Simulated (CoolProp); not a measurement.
Vapour-liquid equilibrium of R124 (1) + R142b (2) at 1570 kPa; x and y are mole fractions of (1).

The numbers come from the multi-fluid Helmholtz-energy mixture model, de Vries 1995 and Lemmon 2006; pair parameters Bell 2016 in CoolProp.

Question: Give the bubble temperature and the first vapour's composition at x = 0.35, 0.5, 0.95. Is there an azeotrope?

Answer: x = 0.35: 357.5 K, y = 0.366; x = 0.5: 356.6 K, y = 0.520; x = 0.95: 353.4 K, y = 0.956. No azeotrope shows between x = 0.05 and 0.95.

Pair parameters are fitted to limited data, so mixtures are less certain than the pure fluids.
